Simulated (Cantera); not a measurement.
Input: 1 mol Al, 26 mol H₂O, 190 mol N₂, held at 0.00133 bar.

Cantera equilibrium calculation (NASA polynomials, part measured and part estimated; ideal gas, pure solids and liquids). Candidate condensed phases: Al, AlN, Al₂O₃, H₂O; 35 gas species. Kinetics and transport are ignored.

Q: At 1400 K, list the 4 most abundant gas species with their mole fractions, and the condensed phases.

A: N₂ 0.880, H₂O 0.113, H₂ 0.00694, H 1.11e-5. Condensed: Al₂O₃(s).
